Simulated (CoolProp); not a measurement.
CF4 (R14) along the isobar 2960 kPa: Z from the reference equation and from simpler models built on Tc = -45.8 °C, pc = 3762 kPa, ω = 0.178; each cubic takes its own stable root.

Values from CoolProp's reference Helmholtz-energy equation of state, Platzer 1990. This equation is an older, rougher fit; its heat capacities, sound speeds and derivatives of the liquid may be far off and weren't checked against measurements.

```
T (°C)    phase  reference
-------  ------  ---------
-111.95  liquid     0.1272
-101.25  liquid     0.1244
-90.45   liquid     0.1227
-79.65   liquid     0.1226
-68.85   liquid     0.1250
-58.15   liquid     0.1327
-47.35      gas     0.6289
-36.55      gas     0.7132
-25.75      gas     0.7667
-15.05      gas     0.8053
-4.25       gas     0.8354
6.55        gas     0.8596
17.35       gas     0.8794
28.05       gas     0.8959
```

Question: How far does each simpler model (van der Waals, Redlich-Kwong, Peng-Robinson) lie from the reference over these 14 states: mean and median of the absolute difference, and the worst?

Answer: 
- van der Waals: mean 43.2 %, median 4.5 %, worst +333.6 % at -58.15 °C and 2960 kPa
- Redlich-Kwong: mean 4.8 %, median 1.4 %, worst +19.0 % at -58.15 °C and 2960 kPa
- Peng-Robinson: mean 4.1 %, median 3.1 %, worst -9.6 % at -111.95 °C and 2960 kPa

At some of these states van der Waals gives the other phase, because its saturation line lies elsewhere.
